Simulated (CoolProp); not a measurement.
Vapour-liquid equilibrium of carbon dioxide (1) + R227EA (2) at 279.1 K; x and y are mole fractions of (1).

The numbers come from the multi-fluid Helmholtz-energy mixture model, Span 1996 and Lemmon 2016; pair parameters Bell 2016 in CoolProp.

```json
[
 {"x": "0.05", "bubble pressure, mixture model (bar)": "3.837", "bubble pressure, Raoult's law (bar)": "4.339", "y, mixture model": "0.371", "y, Raoult's law": "0.469"},
 {"x": "0.15", "bubble pressure, mixture model (bar)": "6.801", "bubble pressure, Raoult's law (bar)": "8.163", "y, mixture model": "0.656", "y, Raoult's law": "0.747"},
 {"x": "0.25", "bubble pressure, mixture model (bar)": "9.896", "bubble pressure, Raoult's law (bar)": "11.99", "y, mixture model": "0.774", "y, Raoult's law": "0.848"},
 {"x": "0.35", "bubble pressure, mixture model (bar)": "13.10", "bubble pressure, Raoult's law (bar)": "15.81", "y, mixture model": "0.838", "y, Raoult's law": "0.900"},
 {"x": "0.45", "bubble pressure, mixture model (bar)": "16.43", "bubble pressure, Raoult's law (bar)": "19.64", "y, mixture model": "0.880", "y, Raoult's law": "0.932"},
 {"x": "0.55", "bubble pressure, mixture model (bar)": "19.94", "bubble pressure, Raoult's law (bar)": "23.46", "y, mixture model": "0.910", "y, Raoult's law": "0.953"},
 {"x": "0.65", "bubble pressure, mixture model (bar)": "23.71", "bubble pressure, Raoult's law (bar)": "27.28", "y, mixture model": "0.934", "y, Raoult's law": "0.969"},
 {"x": "0.75", "bubble pressure, mixture model (bar)": "27.86", "bubble pressure, Raoult's law (bar)": "31.11", "y, mixture model": "0.954", "y, Raoult's law": "0.980"},
 {"x": "0.85", "bubble pressure, mixture model (bar)": "32.52", "bubble pressure, Raoult's law (bar)": "34.93", "y, mixture model": "0.973", "y, Raoult's law": "0.990"},
 {"x": "0.95", "bubble pressure, mixture model (bar)": "37.79", "bubble pressure, Raoult's law (bar)": "38.76", "y, mixture model": "0.991", "y, Raoult's law": "0.997"}
]
```

The largest gap from Raoult's law is -17.5 % in bubble pressure, at x = 0.25. No azeotrope shows between x = 0.05 and 0.95.

Pair parameters are fitted to limited data, so mixtures are less certain than the pure fluids.
